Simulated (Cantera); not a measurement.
A perfectly stirred reactor is fed with CH4 : O2 : N2 : H2O = 1 : 4.55 : 17.1 : 4.5 (molar parts), at 3.75 atm; it is adiabatic with a 400 K inlet, and is followed from long to short residence time, starting on the burning branch (τ in s: 0.32, 0.1, 0.031, 0.0098, 0.0031, 0.00096, 0.0003, 9.4e-05, 2.9e-05, 9.2e-06).

Model: GRI-Mech 3.0 (53 species, 325 reactions), integrated in Cantera.

**Question.** Predict: blow-out, bracketed by the residence times tried; x(CH4) at τ = 0.320 s; x(O2) at τ = 0.320 s; x(H2O) at τ = 0.320 s; x(CH2O) at τ = 0.320 s; x(CO) at τ = 0.320 s; x(CH4) at τ = 0.960 ms; x(O2) at τ = 0.960 ms; x(H2O) at τ = 0.960 ms.

**Answer.** 
```
Property                                                                      Result
------------------------------------------------  ----------------------------------
blow-out, bracketed by the residence times tried  burning at 0.320 s, out at 0.100 s
x(CH4) at τ = 0.320 s                                                       0.000406
x(O2) at τ = 0.320 s                                                          0.0958
x(H2O) at τ = 0.320 s                                                          0.238
x(CH2O) at τ = 0.320 s                                                       3.44e-5
x(CO) at τ = 0.320 s                                                         0.00215
x(CH4) at τ = 0.960 ms                                                        0.0368
x(O2) at τ = 0.960 ms                                                          0.168
x(H2O) at τ = 0.960 ms                                                         0.166
```
